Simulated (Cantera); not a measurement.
A perfectly stirred reactor is fed with C₂H₆ : H₂ = 1 : 3.5 (molar parts), at 0.132 atm; it is held at 1525 K, and followed from long to short residence time.

Model: GRI-Mech 3.0 (53 species, 325 reactions), integrated in Cantera. GRI-Mech 3.0 stops at C3 and has no aromatics, soot or wall deposition, so with more carbon than oxygen in the feed, carbon stays in small species such as C2H2 where larger ones or solid carbon would form.

**Question.** What does this change do: temperature 1525 to 1975 K?

**Answer.** 
```json
[
 {"quantity": "x(C₂H₆) at τ = 11.0 s", "before": "2.08e-5", "after": "1.36e-7"},
 {"quantity": "x(H₂) at τ = 11.0 s", "before": "0.815", "after": "0.842"},
 {"quantity": "x(C₂H₄) at τ = 11.0 s", "before": "0.00341", "after": "0.000133"},
 {"quantity": "x(C₂H) at τ = 11.0 s", "before": "2.52e-8", "after": "1.08e-5"},
 {"quantity": "x(H) at τ = 11.0 s", "before": "6.95e-5", "after": "0.00347"},
 {"quantity": "x(C₂H₆) at τ = 57.0 ms", "before": "0.00121", "after": "2.44e-5"},
 {"quantity": "x(H₂) at τ = 57.0 ms", "before": "0.786", "after": "0.829"},
 {"quantity": "x(C₂H₄) at τ = 57.0 ms", "before": "0.0118", "after": "0.000276"},
 {"quantity": "x(C₂H) at τ = 57.0 ms", "before": "7.18e-8", "after": "1.09e-5"},
 {"quantity": "x(H) at τ = 57.0 ms", "before": "0.000229", "after": "0.00360"}
]
```
